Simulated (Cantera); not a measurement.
An isothermal, constant-pressure homogeneous reactor starts with NO : N2 = 1 : 5.5 (molar parts), at 1650 K and 1.01 bar. Integrator tolerance rtol = 1e-08.

Detailed kinetics in Cantera: GRI-Mech 3.0 (53 species, 325 reactions).

Task: What does this change do: 0.37 parts H2O added?

Result: 
| quantity | before | after |
|---|---|---|
| x(NO) at 5.00 s | 0.142 (gas-phase equilibrium 0.00156) | 0.134 (gas-phase equilibrium 0.00148) |
| x(NO2) at 5.00 s | 9.27e-5 (gas-phase equilibrium 3.34e-6) | 7.99e-5 (gas-phase equilibrium 3.07e-6) |
| x(N2) at 5.00 s | 0.852 (gas-phase equilibrium 0.922) | 0.806 (gas-phase equilibrium 0.873) |
| x(N2O) at 5.00 s | 7.64e-6 (gas-phase equilibrium 1.00e-7) | 5.40e-6 (gas-phase equilibrium 9.22e-8) |
| x(O2) at 5.00 s | 0.00607 (gas-phase equilibrium 0.0761) | 0.00556 (gas-phase equilibrium 0.0720) |
| x(O) at 5.00 s | 2.23e-6 (gas-phase equilibrium 7.14e-6) | 2.02e-6 (gas-phase equilibrium 6.95e-6) |

Task: What does this change do: NO 1 to 0.39 parts?

Result: 
| quantity | before | after |
|---|---|---|
| x(NO) at 5.00 s | 0.142 (gas-phase equilibrium 0.00156) | 0.0638 (gas-phase equilibrium 0.00104) |
| x(NO2) at 5.00 s | 9.27e-5 (gas-phase equilibrium 3.34e-6) | 2.04e-5 (gas-phase equilibrium 1.46e-6) |
| x(N2) at 5.00 s | 0.852 (gas-phase equilibrium 0.922) | 0.935 (gas-phase equilibrium 0.966) |
| x(N2O) at 5.00 s | 7.64e-6 (gas-phase equilibrium 1.00e-7) | 1.57e-6 (gas-phase equilibrium 6.87e-8) |
| x(O2) at 5.00 s | 0.00607 (gas-phase equilibrium 0.0761) | 0.00119 (gas-phase equilibrium 0.0326) |
| x(O) at 5.00 s | 2.23e-6 (gas-phase equilibrium 7.14e-6) | 1.09e-6 (gas-phase equilibrium 4.67e-6) |
